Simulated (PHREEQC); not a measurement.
Dissolve 0.0012 mol ZnSO4 and 8.3e-05 mol H2SO4 per kg of water at 25 °C. Closed to the air; pH follows from the charge balance.

The numbers come from PHREEQC with the ion-association model, wateq4f.dat.

* **pH**: 3.84
* **ionic strength**: 0.00440 mol/kgw
* **total alkalinity**: -0.166 meq/kg

| species | molality | activity | log γ |
|---|---|---|---|
| SO4-2 | 0.00111 | 0.000839 | -0.122 |
| Zn+2 | 0.00104 | 0.000792 | -0.120 |
| ZnSO4 | 0.000156 | 0.000156 | 0.000 |
| H+ | 0.000153 | 0.000144 | -0.028 |
| HSO4- | 1.26e-5 | 1.17e-5 | -0.031 |
| Zn(SO4)2-2 | 1.42e-6 | 1.06e-6 | -0.124 |
| ZnOH+ | 6.49e-9 | 6.04e-9 | -0.031 |

Precipitation was switched off in this run.
